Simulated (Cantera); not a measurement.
Cantera run:

```python
import numpy as np
import cantera as ct

gas_names = """
    H HNO HNO2 HNO3 HO2 H2 H2O H2O2 N NH NH2 NH3 NH2OH NO NO2 NO3 N2 N2H2 N2H4 N2O O OH O2 O3 Si SiH
    SiH2 SiH3 SiH4 SiN SiO SiO2 Si2 Si2N Si3
""".split()
cond_names = """
    H2O(s) H2O(L) Si(cr) Si(L) SiO2(Lqz) SiO2(hqz) SiO2(L) Si2N2O(s) Si3N4(a)
""".split()


def load(file, names, dense=False):
    # The tables refer to 1 bar. Condensed volumes are neglected.
    table = {s.name: s for s in ct.Species.list_from_file(file)}
    out = []
    for n in names:
        d = dict(table[n].input_data)
        d["thermo"] = dict(d["thermo"], **{"reference-pressure": 1e5})
        if dense:
            d["equation-of-state"] = {"model": "constant-volume", "density": "1e6 g/cm^3"}
        out.append(ct.Species.from_dict(d))
    return out


gas = ct.Solution(thermo="ideal-gas", species=load("nasa_gas.yaml", gas_names))
cond = {s.name: ct.Solution(thermo="fixed-stoichiometry", species=[s], name=s.name)
        for s in load("nasa_condensed.yaml", cond_names, dense=True)}
atoms = {
    'Si2H6': {'Si': 2, 'H': 6},
    'O3': {'O': 3},
    'N2': {'N': 2},
}
top_T = {'Si2N2O(s)': 2100, 'Si3N4(a)': 2400}  # K; cautious upper limits of use, not melting points


def equilibrate(T, P, feed):
    n = {}
    for name, mol in feed.items():
        for a, k in atoms[name].items():
            n[a] = n.get(a, 0.0) + k * mol
    gas.TPX = T, P, n
    mass = sum(n.values()) * gas.mean_molecular_weight
    gas.equilibrate("TP")
    valid = [c for c in cond.values() if c.min_temp <= T <= top_T.get(c.name, c.max_temp)]
    mix = ct.Mixture([(gas, mass / gas.mean_molecular_weight)] + [(c, 0.0) for c in valid])
    mix.T, mix.P = T, P
    mix.equilibrate("TP", solver="vcs", rtol=1e-11, max_steps=5000)
    return mix


results = []
T = 750  # K
P = 10000  # Pa
for m in [0.13, 0.2, 0.27, 0.34, 0.41, 0.48, 0.55, 0.62]:
    feed = {'Si2H6': 1, 'O3': m, 'N2': 58}  # mol
    mix = equilibrate(T, P, feed)
    results.append((T, P, feed, dict(zip(mix.species_names, mix.species_moles))))
    x = sorted(zip(gas.X, gas.species_names), reverse=True)
    print(f"T = {T:g} K  P = {P:g} Pa  n(O3) = {m:g} mol  gas = {mix.phase_moles(0):.4g} mol")
    print("   x: " + "  ".join(f"{s} {v:.3e}" for v, s in x if v > 1e-05))
    print("   condensed (mol): " + ("  ".join(f"{mix.phase(i).name} {mix.phase_moles(i):.4g}"
          for i in range(1, mix.n_phases) if mix.phase_moles(i) > 1e-12) or "none"))
```

It prints:

```
T = 750 K  P = 10000 Pa  n(O3) = 0.13 mol  gas = 59.8 mol
   x: N2 9.498e-01  H2 5.016e-02
   condensed (mol): Si2N2O(s) 0.39  Si3N4(a) 0.4067
T = 750 K  P = 10000 Pa  n(O3) = 0.2 mol  gas = 59.87 mol
   x: N2 9.499e-01  H2 5.010e-02
   condensed (mol): Si2N2O(s) 0.6  Si3N4(a) 0.2667
T = 750 K  P = 10000 Pa  n(O3) = 0.27 mol  gas = 59.94 mol
   x: N2 9.499e-01  H2 5.004e-02
   condensed (mol): Si2N2O(s) 0.81  Si3N4(a) 0.1267
T = 750 K  P = 10000 Pa  n(O3) = 0.34 mol  gas = 60.01 mol
   x: N2 9.500e-01  H2 4.999e-02
   condensed (mol): SiO2(Lqz) 0.01331  Si2N2O(s) 0.9933
T = 750 K  P = 10000 Pa  n(O3) = 0.41 mol  gas = 60.08 mol
   x: N2 9.501e-01  H2 4.993e-02
   condensed (mol): SiO2(Lqz) 0.1533  Si2N2O(s) 0.9233
T = 750 K  P = 10000 Pa  n(O3) = 0.48 mol  gas = 60.15 mol
   x: N2 9.501e-01  H2 4.987e-02
   condensed (mol): SiO2(Lqz) 0.2933  Si2N2O(s) 0.8533
T = 750 K  P = 10000 Pa  n(O3) = 0.55 mol  gas = 60.22 mol
   x: N2 9.502e-01  H2 4.981e-02
   condensed (mol): SiO2(Lqz) 0.4333  Si2N2O(s) 0.7833
T = 750 K  P = 10000 Pa  n(O3) = 0.62 mol  gas = 60.29 mol
   x: N2 9.502e-01  H2 4.975e-02
   condensed (mol): SiO2(Lqz) 0.5733  Si2N2O(s) 0.7133
```

Cantera equilibrium calculation (NASA polynomials, part measured and part estimated; ideal gas, pure solids and liquids). The feed counts by its element totals alone. N2 is the only nitrogen source here; it is nearly inert below about 1500 K, so the nitride shown seldom forms there in practice.
